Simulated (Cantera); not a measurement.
# Transport properties of process gases

Gas mixture: H2O : C2H6 : CO : NH3 = 0.12 : 0.47 : 0.062 : 0.61 (molar parts), at 1.00 bar, frozen composition.

Cantera's kinetic-theory transport with the Lennard-Jones parameters of GRI-Mech 3.0, ideal gas; thermal conductivity in the multicomponent form. Polar gases are described roughly by these parameters. The composition is frozen, though it would react at the higher temperatures.

```csv
T (K),ρ (kg/m³),cp (J/kg/K),μ (µPa s),λ (mW/m/K),Pr,D (cm²/s) OH,D (cm²/s) H2O,D (cm²/s) C2H2
400,0.677,2116,13.6,39.6,0.726,0.494,0.315,0.252
550,0.492,2539,18.3,63.1,0.736,0.871,0.594,0.458
700,0.387,2911,22.6,88.6,0.744,1.32,0.950,0.710
850,0.319,3213,26.7,114,0.750,1.85,1.37,1.00
1000,0.271,3489,30.5,141,0.754,2.43,1.86,1.33
1150,0.236,3713,34.0,167,0.757,3.08,2.40,1.70
1300,0.208,3905,37.4,192,0.758,3.79,3.00,2.09
1450,0.187,4067,40.6,217,0.760,4.55,3.64,2.52
```
D: mixture-averaged diffusion coefficient of that species in the mixture.
